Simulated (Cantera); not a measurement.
Premixed flame

A freely propagating, adiabatic, planar premixed flame of H2 : O2 : N2 : H2O = 1 : 0.263 : 1.08 : 0.2 (molar parts), equivalence ratio 1.9, unburnt at 375 K and 4.93 atm; mixture-averaged transport, grid criteria slope 0.08 and curve 0.16, no radiation.

Computed with Cantera and the H2/O2 subset of GRI-Mech 3.0, which has no nitrogen chemistry. The hydrogen kinetics of GRI-Mech 3.0 are dated; newer H2 mechanisms differ, most at raised pressure. Burning velocities carry a grid error of a few per cent, more on coarse grids.

```csv
z (mm),T (K),u (m/s),x H2,x O2,x H2O,x OH,x H,x O
-0.149,375,2.51,0.393,0.103,0.0787,<1e-8,<1e-8,<1e-8
-0.0994,375,2.51,0.393,0.104,0.0787,<1e-8,<1e-8,<1e-8
-0.0746,376,2.51,0.392,0.104,0.0789,<1e-8,<1e-8,<1e-8
-0.0497,385,2.55,0.387,0.104,0.0797,<1e-8,<1e-8,8.07e-8
-0.0249,526,3.36,0.357,0.106,0.0919,2.46e-5,1.19e-5,5.91e-6
-0.0124,853,5.29,0.318,0.0930,0.129,0.000541,0.00126,0.000114
0,1217,7.42,0.273,0.0671,0.187,0.000954,0.00735,0.000552
0.0124,1466,8.89,0.235,0.0388,0.242,0.00155,0.0157,0.000930
0.0249,1610,9.74,0.210,0.0189,0.279,0.00201,0.0212,0.000801
0.0497,1734,10.5,0.194,0.00392,0.307,0.00222,0.0226,0.000353
0.0994,1815,10.9,0.193,0.000344,0.315,0.00191,0.0171,0.000138
0.199,1872,11.2,0.197,4.72e-5,0.318,0.00132,0.0106,5.40e-5
0.398,1909,11.4,0.199,1.41e-5,0.319,0.000785,0.00588,1.74e-5
```
x: mole fraction of selected species; z is measured from the peak of heat release.

```
Property                      Value
------------------------  ---------
laminar burning velocity   251 cm/s
thermal thickness         0.0497 mm
peak x(OH)                  0.00223
peak x(H)                    0.0230
peak x(O)                  0.000938
grid points                     108
```
